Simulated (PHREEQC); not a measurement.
PHREEQC input (ion-association model, wateq4f.dat):

```
SOLUTION_MASTER_SPECIES
  An  An-  0  An  62.0  # stands for a non-complexing anion
SOLUTION_SPECIES
  An- = An-
    -log_k 0
    -gamma 3.0 0
PHASES
  Fix_H+
    H+ = H+
    -log_k 0
SOLUTION 1
  temp 25
  units mmol/kgw
  pH 7 charge
  Na 100
  An 100
END
SELECTED_OUTPUT 1
  -reset false
  -pH true
  -pe true
  -ionic_strength true
  -water true
  -totals Na
  -molalities Hfo_wOH Hfo_wOH2+ Hfo_wO- Hfo_sOH Hfo_sOH2+ Hfo_sO-
USER_PUNCH 1
  -headings sigma psi
  10 PUNCH EDL("sigma", "Hfo"), EDL("psi", "Hfo")
PRINT
  -reset false
USE solution 1
SURFACE 1
  Hfo_wOH 0.00224719 600 1
  Hfo_sOH 5.61798e-05
EQUILIBRIUM_PHASES 1
  Fix_H+ -4 HAn 10
    -force_equality true
  O2(g) -0.68 10
END
# ... the last block is repeated for the other 12 points of pH, with NaOH or the acid as the point needs
```

Selected output (columns that matter, 13 of 13 rows; pH added in front):

```
pH	mu	Na	m_Hfo_wOH	m_Hfo_wOH2+	m_Hfo_wO-	m_Hfo_sOH	m_Hfo_sOH2+	m_Hfo_sO-	sigma	psi
4	0.10112	0.1	0.00029787	0.0019483	1.0433e-06	7.4468e-06	4.8707e-05	2.6083e-08	0.32099	0.14637
4.5	0.10089	0.1	0.00058265	0.0016599	4.6853e-06	1.4566e-05	4.1496e-05	1.1713e-07	0.27284	0.13815
5	0.10068	0.1	0.00091453	0.0013181	1.4536e-05	2.2863e-05	3.2953e-05	3.634e-07	0.21489	0.12608
5.5	0.1005	0.1	0.0012151	0.0009982	3.3885e-05	3.0378e-05	2.4955e-05	8.4712e-07	0.15896	0.11094
6	0.10035	0.1	0.0014422	0.00074064	6.4336e-05	3.6055e-05	1.8516e-05	1.6084e-06	0.11148	0.093432
6.5	0.10023	0.1	0.0015898	0.00055256	0.00010479	3.9746e-05	1.3814e-05	2.6198e-06	0.073812	0.073884
7	0.10014	0.1	0.0016725	0.00042334	0.00015137	4.1812e-05	1.0583e-05	3.7842e-06	0.044832	0.052452
7.5	0.10007	0.1	0.0017115	0.00033585	0.00019981	4.2788e-05	8.3963e-06	4.9953e-06	0.022425	0.029415
8	0.10001	0.1	0.0017246	0.00027304	0.00024955	4.3115e-05	6.8259e-06	6.2388e-06	0.0038714	0.0053518
8.5	0.10005	0.10009	0.0017197	0.00022136	0.00030608	4.2994e-05	5.534e-06	7.652e-06	-0.013966	-0.018908
9	0.10012	0.10023	0.0016938	0.00017261	0.00038077	4.2345e-05	4.3152e-06	9.5192e-06	-0.034314	-0.042486
9.5	0.10023	0.10041	0.0016329	0.0001248	0.00048944	4.0823e-05	3.1201e-06	1.2236e-05	-0.060108	-0.064673
10	0.10042	0.10071	0.0015162	8.1039e-05	0.00064989	3.7906e-05	2.026e-06	1.6247e-05	-0.093773	-0.085062
```
